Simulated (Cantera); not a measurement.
Cantera run:

```python
import numpy as np
import cantera as ct

gas_names = [...]  # 169 gases of nasa_gas.yaml made of C, H, N, O
cond_names = """
    C(gr) C6H6(L) C7H8(L) C8H18(L),n-octa H2O(s) H2O(L)
""".split()


# ... load() reads the species with a 1 bar reference pressure and builds the phases ...
atoms = {
    'n-butane': {'C': 4, 'H': 10},
    'CO2': {'C': 1, 'O': 2},
    'N2': {'N': 2},
    'NH3': {'N': 1, 'H': 3},
}
top_T = {'C(gr)': 4500}  # K; cautious upper limits of use, not melting points


# ... equilibrate(T, P, feed) seeds the gas with the atoms and calls Mixture.equilibrate('TP', solver="vcs", rtol=1e-11, max_steps=5000) ...
results = []
feed = {'n-butane': 1, 'CO2': 0.13, 'N2': 14, 'NH3': 0.061}  # mol
P = 3600  # Pa
for T in [2500, 3000, 3500, 4000, 4500, 5000]:
    mix = equilibrate(T, P, feed)
    results.append((T, P, feed, dict(zip(mix.species_names, mix.species_moles))))

top = {s: max(r[3][s] / sum(r[3][g] for g in gas_names) for r in results) for s in gas_names}
cols = sorted((s for s in top if top[s] > 1e-05), key=lambda s: -top[s])[:9]
seen = [c for c in cond_names if any(r[3].get(c, 0) > 1e-12 for r in results)]
print("log10 of partial pressures in bar; condensed amounts in mol")
print(f"{'T/K':>10s}" + "".join(f"{s[:9]:>10s}" for s in cols + seen))
for T, P, feed, n in results:
    ng = sum(n[g] for g in gas_names)
    print(f"{T:10.4g}" + "".join(f"{np.log10(max(n[s] / ng * P / 1e5, 1e-99)):10.3f}" for s in cols)
          + "".join(f"{n.get(c, 0):10.4g}" for c in seen))
```

Output:

```
log10 of partial pressures in bar; condensed amounts in mol
       T/K        N2         H        H2         C         N       HCN        CN        C3        CO     C(gr)
      2500    -1.607    -2.663    -2.127    -6.779    -7.338    -3.017    -4.790    -6.304    -3.330     3.169
      3000    -1.671    -2.076    -2.549    -4.295    -5.692    -2.809    -3.322    -3.506    -3.379     1.378
      3500    -1.730    -1.894    -3.330    -3.078    -4.519    -3.461    -2.835    -3.187    -3.440         0
      4000    -1.756    -1.881    -4.167    -2.543    -3.629    -4.443    -2.836    -4.087    -3.467         0
      4500    -1.775    -1.891    -4.859    -2.399    -2.933    -5.496    -3.105    -5.603    -3.483         0
      5000    -1.832    -1.911    -5.439    -2.370    -2.395    -6.458    -3.424    -7.074    -3.514         0
```

Method: chemical equilibrium by Gibbs-energy minimisation in Cantera with the NASA 1993 tables (ideal gas, pure condensed phases).
